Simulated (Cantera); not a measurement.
An isothermal, constant-pressure homogeneous reactor starts with CO : O₂ : H₂O : N₂ = 0.0098 : 0.0082 : 0.046 : 1 (molar parts), equivalence ratio 0.60, at 850 K and 75.0 Torr.

Detailed kinetics in Cantera: GRI-Mech 3.0 (53 species, 325 reactions).

x: mole fraction; the columns are a selection and need not sum to one.

```json
[
 {"t (s)": "7.00e-5", "x CO": "0.00921", "x O₂": "0.00771", "x H₂O": "0.0432", "x O": "<1e-12", "x OH": "<1e-12", "x N₂O": "<1e-12"},
 {"t (s)": "0.000242", "x CO": "0.00921", "x O₂": "0.00771", "x H₂O": "0.0432", "x O": "<1e-12", "x OH": "<1e-12", "x N₂O": "<1e-12"},
 {"t (s)": "0.000839", "x CO": "0.00921", "x O₂": "0.00771", "x H₂O": "0.0432", "x O": "<1e-12", "x OH": "<1e-12", "x N₂O": "<1e-12"},
 {"t (s)": "0.00291", "x CO": "0.00921", "x O₂": "0.00771", "x H₂O": "0.0432", "x O": "<1e-12", "x OH": "<1e-12", "x N₂O": "<1e-12"},
 {"t (s)": "0.0101", "x CO": "0.00921", "x O₂": "0.00771", "x H₂O": "0.0432", "x O": "1.19e-12", "x OH": "<1e-12", "x N₂O": "<1e-12"},
 {"t (s)": "0.0348", "x CO": "0.00921", "x O₂": "0.00771", "x H₂O": "0.0432", "x O": "4.80e-12", "x OH": "<1e-12", "x N₂O": "<1e-12"},
 {"t (s)": "0.121", "x CO": "0.00921", "x O₂": "0.00771", "x H₂O": "0.0432", "x O": "4.77e-11", "x OH": "2.67e-12", "x N₂O": "<1e-12"},
 {"t (s)": "0.418", "x CO": "0.00921", "x O₂": "0.00771", "x H₂O": "0.0432", "x O": "2.88e-8", "x OH": "1.76e-9", "x N₂O": "<1e-12"},
 {"t (s)": "1.45", "x CO": "?", "x O₂": "?", "x H₂O": "0.0431", "x O": "?", "x OH": "?", "x N₂O": "?"},
 {"t (s)": "5.01", "x CO": "0.000260", "x O₂": "0.00326", "x H₂O": "0.0434", "x O": "8.64e-7", "x OH": "1.61e-6", "x N₂O": "1.14e-8"},
 {"t (s)": "17.3", "x CO": "3.25e-5", "x O₂": "0.00313", "x H₂O": "0.0434", "x O": "3.72e-8", "x OH": "3.05e-7", "x N₂O": "1.22e-8"},
 {"t (s)": "60.0", "x CO": "7.35e-6", "x O₂": "0.00312", "x H₂O": "0.0434", "x O": "2.41e-9", "x OH": "7.36e-8", "x N₂O": "1.24e-8"}
]
```

Problem. Complete the blanks.

Solution. 
- 1.45, x CO: 0.00362
- 1.45, x O₂: 0.00502
- 1.45, x O: 1.48e-5
- 1.45, x OH: 5.09e-6
- 1.45, x N₂O: 6.78e-9
